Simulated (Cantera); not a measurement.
Input (Python, Cantera):

```python
import numpy as np
import cantera as ct

gas = ct.Solution("gri30.yaml")
gas.TPX = 1375, 120000, {'CO': 0.0055, 'O2': 0.0082, 'H2O': 0.0041, 'N2': 1}
reactor = ct.IdealGasConstPressureReactor(gas, energy="off", clone=False)
net = ct.ReactorNet([reactor])
net.rtol, net.atol = 1e-08, 1e-18
show = ['CO', 'O2', 'H2O', 'H', 'H2', 'H2O2']
times = np.geomspace(1e-06, 200, 14)

steps = ct.SolutionArray(gas, extra=["t"])
rows = []
print(f"{'t/s':>10s}{'T/K':>9s}{'P/Pa':>11s}" + "".join(f"{s:>11s}" for s in show))
for t in times:
    while net.time < t:
        t_next = net.step()
        steps.append(gas.state, t=t_next)
    rows.append([np.interp(t, steps.t, y) for y in (steps.T, steps.P, *steps(*show).X.T)])
    print(f"{t:10.3e}{rows[-1][0]:9.1f}{rows[-1][1]:11.4g}" + "".join(f"{x:11.3e}" for x in rows[-1][2:]))
rate = np.gradient(steps.T, steps.t)
print("integrator steps:", len(steps.t))
if steps.T.max() > steps.T[0] + 200:
    print(f"time of steepest temperature rise: {steps.t[rate.argmax()]:.4e} s")
gas.TPX = 1375, 120000, {'CO': 0.0055, 'O2': 0.0082, 'H2O': 0.0041, 'N2': 1}
gas.equilibrate("TP")
print(f"equilibrium (TP): T = {gas.T:.1f} K  " + "  ".join(f"{s} {gas[s].X[0]:.3e}" for s in show))
```

It prints:

```
       t/s      T/K       P/Pa         CO         O2        H2O          H         H2       H2O2
 1.000e-06   1375.0    1.2e+05  5.404e-03  8.057e-03  4.028e-03  8.603e-15  8.011e-18  8.345e-18
 4.351e-06   1375.0    1.2e+05  5.404e-03  8.057e-03  4.028e-03  1.635e-13  6.074e-16  1.481e-16
 1.893e-05   1375.0    1.2e+05  5.404e-03  8.057e-03  4.028e-03  3.965e-12  6.034e-14  2.194e-15
 8.234e-05   1375.0    1.2e+05  5.404e-03  8.057e-03  4.028e-03  1.038e-10  6.887e-12  2.064e-14
 3.582e-04   1375.0    1.2e+05  5.404e-03  8.057e-03  4.028e-03  2.564e-09  7.161e-10  3.392e-13
 1.558e-03   1375.0    1.2e+05  5.388e-03  8.044e-03  4.024e-03  1.796e-06  9.042e-07  5.876e-10
 6.780e-03   1375.0    1.2e+05  8.052e-04  5.713e-03  3.891e-03  7.394e-05  5.726e-05  4.844e-08
 2.950e-02   1375.0    1.2e+05  4.274e-05  5.381e-03  4.023e-03  1.042e-06  3.349e-06  4.704e-09
 1.283e-01   1375.0    1.2e+05  1.975e-06  5.368e-03  4.035e-03  2.191e-08  2.397e-07  4.280e-10
 5.583e-01   1375.0    1.2e+05  1.249e-07  5.368e-03  4.038e-03  1.239e-09  3.376e-08  6.639e-11
 2.429e+00   1375.0    1.2e+05  4.381e-08  5.368e-03  4.038e-03  3.999e-10  1.570e-08  3.104e-11
 1.057e+01   1375.0    1.2e+05  4.296e-08  5.368e-03  4.038e-03  3.919e-10  1.549e-08  3.062e-11
 4.597e+01   1375.0    1.2e+05  4.296e-08  5.368e-03  4.038e-03  3.919e-10  1.549e-08  3.062e-11
 2.000e+02   1375.0    1.2e+05  4.296e-08  5.368e-03  4.038e-03  3.919e-10  1.549e-08  3.062e-11
integrator steps: 1494
equilibrium (TP): T = 1375.0 K  CO 4.319e-08  O2 5.312e-03  H2O 4.038e-03  H 3.930e-10  H2 1.557e-08  H2O2 3.046e-11
```

Detailed kinetics in Cantera: GRI-Mech 3.0 (53 species, 325 reactions).
